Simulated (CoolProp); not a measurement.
Values from CoolProp's reference Helmholtz-energy equation of state, Fiedler 2023.

### Question
For tetrahydrofuran, give the phase and the density (kg/m³), cp (kJ/(kg K)), speed of sound (m/s), expansivity (1/kK) at 57.25 °C and 12.8 MPa.

### Answer
- 57.25 °C and 12.8 MPa: liquid; density 859, cp 1.82, speed of sound 1200, expansivity 1.23
